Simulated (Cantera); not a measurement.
**Equilibrium for carbon deposition, reforming and gasification: C₃H₈ + NH₃ + N₂**

Feed: 1 mol C₃H₈, 1.4 mol NH₃, 3.9 mol N₂, at 10.0 mbar.

Equilibrium computed with Cantera from the NASA thermochemical tables; the gas is ideal and each condensed phase is pure. Candidate condensed phases: C, C₆H₆, C₇H₈, C₈H₁₈; 110 gas species. Ions and electrons are included (thermal ionisation). Kinetics and transport are ignored.

| T (°C) | log p H | log p H₂ | log p N₂ | log p C | log p N | log p HCN | log p CN | log p C₃ | log p C₂ | n C(graphite) |
|---|---|---|---|---|---|---|---|---|---|---|
| 1727 | -3.92 | -2.25 | -2.37 | -10.52 | -10.23 | -4.15 | -7.43 | -10.56 | -11.63 | 2.91 |
| 2227 | -2.79 | -2.38 | -2.42 | -6.78 | -7.75 | -3.55 | -5.20 | -6.30 | -7.34 | 2.51 |
| 2727 | -2.29 | -2.97 | -2.57 | -4.30 | -6.14 | -3.47 | -3.77 | -3.51 | -4.50 | 0.0415 |
| 3227 | -2.20 | -3.93 | -2.63 | -3.28 | -4.97 | -4.41 | -3.49 | -3.78 | -3.98 | 0 |
| 3727 | -2.21 | -4.82 | -2.66 | -2.92 | -4.08 | -5.59 | -3.66 | -5.20 | -4.40 | 0 |
| 4227 | -2.22 | -5.51 | -2.69 | -2.86 | -3.39 | -6.74 | -4.02 | -6.98 | -5.18 | 0 |
| 4727 | -2.24 | -6.09 | -2.82 | -2.86 | -2.89 | -7.77 | -4.41 | -8.55 | -5.90 | 0 |
log p: log10 of the partial pressure in bar; n: condensed amount in mol.

From 1727 °C to 2727 °C the condensed part is C(graphite). From 3227 °C to 4727 °C nothing is condensed. The main C-bearing gas is HCN at 1727 °C and C at 4727 °C.
